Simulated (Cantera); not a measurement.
# Gas activation for diamond growth

A perfectly stirred reactor is fed with 4.56 % CH4, 94.9 % H2, 0.503 % CO2, at 20.0 Torr; it is held at 2400 K, and followed from long to short residence time.

Model: GRI-Mech 3.0 (53 species, 325 reactions), integrated in Cantera. GRI-Mech 3.0 stops at C3 and has no aromatics, soot or wall deposition, so with more carbon than oxygen in the feed, carbon stays in small species such as C2H2 where larger ones or solid carbon would form. Radical loss at walls, strong at low pressure, is not modelled.

```csv
τ (s),x CH4,x H2,x CO2,x O,x C2H6,x H2O,x H2O2
29,1.01e-5,0.881,1.90e-8,7.19e-10,3.25e-12,6.06e-7,<1e-12
6.6,1.87e-5,0.883,8.54e-8,3.11e-9,1.07e-11,2.75e-6,<1e-12
1.5,4.56e-5,0.890,4.13e-7,1.33e-8,5.92e-11,1.42e-5,<1e-12
0.34,0.000174,0.910,2.47e-6,5.31e-8,7.03e-10,0.000104,<1e-12
0.077,0.000826,0.930,1.70e-5,1.64e-7,1.14e-8,0.000803,<1e-12
0.018,0.00308,0.940,9.95e-5,2.59e-7,1.16e-7,0.00268,<1e-12
0.0040,0.00987,0.942,0.000552,1.94e-7,8.61e-7,0.00375,<1e-12
0.00090,0.0241,0.941,0.00222,7.77e-8,3.37e-6,0.00258,<1e-12
```
x: mole fraction; the columns are a selection and need not sum to one.
